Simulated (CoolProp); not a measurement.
Properties of benzene along the isotherm 333.45 °C (Tc = 288.9 °C, pc = 4.906 MPa, ω = 0.211).

Values from CoolProp's reference Helmholtz-energy equation of state, Thol 2012.

```json
[
 {"p (MPa)": "0.153", "phase": "gas", "density (kg/m³)": "2.389", "cp (kJ/(kg K))": "2.071", "expansivity (1/kK)": "1.695", "viscosity (µPa s)": "15.2", "Prandtl number": "0.753"},
 {"p (MPa)": "0.307", "phase": "gas", "density (kg/m³)": "4.835", "cp (kJ/(kg K))": "2.078", "expansivity (1/kK)": "1.745", "viscosity (µPa s)": "15.2", "Prandtl number": "0.754"},
 {"p (MPa)": "0.46", "phase": "gas", "density (kg/m³)": "7.308", "cp (kJ/(kg K))": "2.085", "expansivity (1/kK)": "1.796", "viscosity (µPa s)": "15.2", "Prandtl number": "___"},
 {"p (MPa)": "0.613", "phase": "gas", "density (kg/m³)": "9.824", "cp (kJ/(kg K))": "2.092", "expansivity (1/kK)": "1.850", "viscosity (µPa s)": "15.3", "Prandtl number": "0.756"},
 {"p (MPa)": "0.767", "phase": "gas", "density (kg/m³)": "12.40", "cp (kJ/(kg K))": "2.099", "expansivity (1/kK)": "1.906", "viscosity (µPa s)": "15.3", "Prandtl number": "___"},
 {"p (MPa)": "0.92", "phase": "gas", "density (kg/m³)": "15.01", "cp (kJ/(kg K))": "2.107", "expansivity (1/kK)": "1.965", "viscosity (µPa s)": "15.3", "Prandtl number": "0.758"},
 {"p (MPa)": "1.07", "phase": "gas", "density (kg/m³)": "17.62", "cp (kJ/(kg K))": "2.115", "expansivity (1/kK)": "2.026", "viscosity (µPa s)": "15.3", "Prandtl number": "0.759"},
 {"p (MPa)": "1.23", "phase": "gas", "density (kg/m³)": "20.46", "cp (kJ/(kg K))": "2.124", "expansivity (1/kK)": "2.095", "viscosity (µPa s)": "15.3", "Prandtl number": "0.761"},
 {"p (MPa)": "1.38", "phase": "gas", "density (kg/m³)": "23.17", "cp (kJ/(kg K))": "___", "expansivity (1/kK)": "2.162", "viscosity (µPa s)": "15.4", "Prandtl number": "0.762"},
 {"p (MPa)": "1.53", "phase": "gas", "density (kg/m³)": "25.94", "cp (kJ/(kg K))": "2.143", "expansivity (1/kK)": "___", "viscosity (µPa s)": "15.4", "Prandtl number": "0.763"},
 {"p (MPa)": "1.69", "phase": "gas", "density (kg/m³)": "28.96", "cp (kJ/(kg K))": "2.153", "expansivity (1/kK)": "2.313", "viscosity (µPa s)": "15.4", "Prandtl number": "0.764"},
 {"p (MPa)": "1.84", "phase": "gas", "density (kg/m³)": "31.85", "cp (kJ/(kg K))": "2.164", "expansivity (1/kK)": "2.393", "viscosity (µPa s)": "15.4", "Prandtl number": "0.765"},
 {"p (MPa)": "1.99", "phase": "gas", "density (kg/m³)": "34.81", "cp (kJ/(kg K))": "2.175", "expansivity (1/kK)": "2.477", "viscosity (µPa s)": "15.4", "Prandtl number": "0.767"},
 {"p (MPa)": "2.15", "phase": "gas", "density (kg/m³)": "38.03", "cp (kJ/(kg K))": "2.188", "expansivity (1/kK)": "2.572", "viscosity (µPa s)": "15.5", "Prandtl number": "0.769"},
 {"p (MPa)": "2.3", "phase": "gas", "density (kg/m³)": "___", "cp (kJ/(kg K))": "2.200", "expansivity (1/kK)": "2.667", "viscosity (µPa s)": "15.5", "Prandtl number": "0.771"},
 {"p (MPa)": "2.45", "phase": "gas", "density (kg/m³)": "44.31", "cp (kJ/(kg K))": "2.214", "expansivity (1/kK)": "2.768", "viscosity (µPa s)": "15.5", "Prandtl number": "0.773"}
]
```

Q: Complete the blanks.

A: 
- 0.46, Prandtl number: 0.755
- 0.767, Prandtl number: 0.757
- 1.38, cp (kJ/(kg K)): 2.133
- 1.53, expansivity (1/kK): 2.233
- 2.3, density (kg/m³): 41.13

Viscosity comes from a separate model (Avgeri 2014). Thermal conductivity comes from a separate model (Assael 2012).
